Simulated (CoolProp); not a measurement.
Carbon dioxide along the isotherm -47.95 °C: density (kg/m³) from the reference equation and from simpler models built on Tc = 31.0 °C, pc = 73.77 bar, ω = 0.224; each cubic takes its own stable root.

The numbers come from the reference Helmholtz-energy equation of state, Span 1996 in CoolProp.

```json
[
 {"p (bar)": "41", "phase": "liquid", "reference": "1155", "Redlich-Kwong": "1028", "Soave-Redlich-Kwong": "1065"},
 {"p (bar)": "82", "phase": "liquid", "reference": "1164", "Redlich-Kwong": "1044", "Soave-Redlich-Kwong": "1078"},
 {"p (bar)": "123", "phase": "liquid", "reference": "1173", "Redlich-Kwong": "[?]", "Soave-Redlich-Kwong": "[?]"},
 {"p (bar)": "164", "phase": "liquid", "reference": "1181", "Redlich-Kwong": "1071", "Soave-Redlich-Kwong": "1100"},
 {"p (bar)": "205", "phase": "liquid", "reference": "1188", "Redlich-Kwong": "1083", "Soave-Redlich-Kwong": "1110"},
 {"p (bar)": "246", "phase": "liquid", "reference": "1195", "Redlich-Kwong": "1094", "Soave-Redlich-Kwong": "1119"},
 {"p (bar)": "287", "phase": "liquid", "reference": "1202", "Redlich-Kwong": "1104", "Soave-Redlich-Kwong": "1127"},
 {"p (bar)": "328", "phase": "liquid", "reference": "[?]", "Redlich-Kwong": "1113", "Soave-Redlich-Kwong": "1135"},
 {"p (bar)": "369", "phase": "liquid", "reference": "[?]", "Redlich-Kwong": "1121", "Soave-Redlich-Kwong": "1142"}
]
```

Question: Fill in the missing entries.

Answer: 
- 123, Redlich-Kwong: 1058
- 123, Soave-Redlich-Kwong: 1089
- 328, reference: 1209
- 369, reference: 1215
